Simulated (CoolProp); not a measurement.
R1336mzz(E) at 298.15 K and 0.961 MPa is throttled through a valve to 0.117 MPa with no heat exchange. Each further row changes one setting.

Computed with CoolProp (reference Helmholtz-energy equation of state, Akasaka 2023).

```json
[
 {"case": "as stated", "temperature change (K)": "-13.5", "final phase": "two-phase, vapour fraction 0.111", "final density (kg/m³)": "73.3"},
 {"case": "outlet pressure 0.0351 MPa", "temperature change (K)": "-40.6", "final phase": "two-phase, vapour fraction 0.301", "final density (kg/m³)": "9.08"},
 {"case": "outlet pressure 0.152 MPa", "temperature change (K)": "-6.7", "final phase": "two-phase, vapour fraction 0.057", "final density (kg/m³)": "170"}
]
```
